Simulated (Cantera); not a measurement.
**Silicon etching in halogen gases: Si + F2 + HCl**

Feed: 1 mol Si, 1.9 mol F2, 19 mol HCl, at 1373 K.

These are equilibrium values from Cantera (NASA tables, ideal gas, pure condensed phases), not measurements of a reactor. Candidate condensed phases: Si; 37 gas species. The tables' values for SiF3, SiCl3, SiF2 are old estimates; treat these amounts as uncertain. Equilibrium is a limit: real reactors are often held back by kinetics, nucleation or transport.

From 1.00 Pa to 1.00 bar nothing is condensed. The main Si-bearing gas is SiF4 throughout.

```
P (Pa)  x HCl  x SiF4    x HF      x Cl  x SiCl4     x H2
------  -----  ------  ------  --------  -------  -------
1       0.918  0.0410  0.0155    0.0114  0.00105  0.00495
6.80    0.928  0.0433  0.0123   0.00454  0.00292  0.00467
46      0.932  0.0443  0.0113   0.00170  0.00431  0.00495
320     0.933  0.0448  0.0110  0.000641  0.00490  0.00504
2200    0.934  0.0449  0.0109  0.000245  0.00511  0.00504
15000   0.934  0.0450  0.0109   9.38e-5  0.00518  0.00503
100000  0.934  0.0450  0.0108   3.63e-5  0.00520  0.00503
```
x: gas mole fraction; nothing condenses.
